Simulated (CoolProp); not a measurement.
n-pentane at 298.15 K and 19.1 MPa is throttled through a valve to 9.06 MPa with no heat exchange. Each further row changes one setting.

Values from CoolProp's reference Helmholtz-energy equation of state, Thol 2019.

```csv
case,temperature change (K),final density (kg/m³)
as stated,…,…
outlet pressure 2.72 MPa,…,…
outlet pressure 11.8 MPa,…,…
```

Question: What belongs in the gaps?

Answer: 
- as stated, temperature change (K): +4.1
- as stated, final density (kg/m³): 628
- outlet pressure 2.72 MPa, temperature change (K): +6.4
- outlet pressure 2.72 MPa, final density (kg/m³): 618
- outlet pressure 11.8 MPa, temperature change (K): +3.0
- outlet pressure 11.8 MPa, final density (kg/m³): 632
